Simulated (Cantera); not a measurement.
Charge: 1 mol CO₂, 5 mol H₂, 0.21 mol O₂, 0.11 mol H₂O, at 2425 °C and 1 atm.

Cantera equilibrium calculation (NASA polynomials, part measured and part estimated; ideal gas, pure solids and liquids). Candidate condensed phases: C, C₆H₆, C₇H₈, C₈H₁₈, H₂O; 110 gas species. Kinetics and transport are ignored.

Base state: H₂ 0.563, H₂O 0.231, CO 0.151, H 0.0420, CO₂ 0.00919, OH 0.00440, O 0.000210, O₂ 3.47e-5 (mole fractions); condensed: gas only.

Question: What changes in the equilibrium state with this change: CO₂ replaced by HCl?

Answer: 
```json
[
 {"species": "H₂", "before": "0.563", "after": "0.709"},
 {"species": "HCl", "before": "0", "after": "0.152"},
 {"species": "H₂O", "before": "0.231", "after": "0.0829"},
 {"species": "CO", "before": "0.151", "after": "0"},
 {"species": "H", "before": "0.0420", "after": "0.0472"},
 {"species": "CO₂", "before": "0.00919", "after": "0"},
 {"species": "Cl", "before": "0", "after": "0.00703"},
 {"species": "O₂", "before": "3.47e-5", "after": "2.82e-6"},
 {"species": "O", "before": "0.000210", "after": "5.97e-5"}
]
```
